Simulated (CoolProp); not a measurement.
A closed Brayton cycle with carbon dioxide: compressor inlet 324.15 K and 8.3 MPa, high pressure 27.6 MPa, turbine inlet 825 K, compressor efficiency 0.89, turbine efficiency 0.9, recuperator effectiveness 0.9 (on enthalpy, no pinch check). Each further row changes one setting.

Values from CoolProp's reference Helmholtz-energy equation of state, Span 1996.

```tsv
case	thermal efficiency (%)	net work (kJ/kg)	compressor to turbine work	compressor exit (K)	turbine exit (K)
as stated	34.7	93.8	0.39	422.6	682.5
turbine inlet 775 K	32.6	82.9	0.42	422.6	637.6
compressor inlet 334.15 K	33.3	86.2	0.44	440.4	682.5
high pressure 23.5 MPa	34.1	85.0	0.37	409.1	700.9
recuperator effectiveness 0.5	24.1	93.8	0.39	422.6	682.5
```
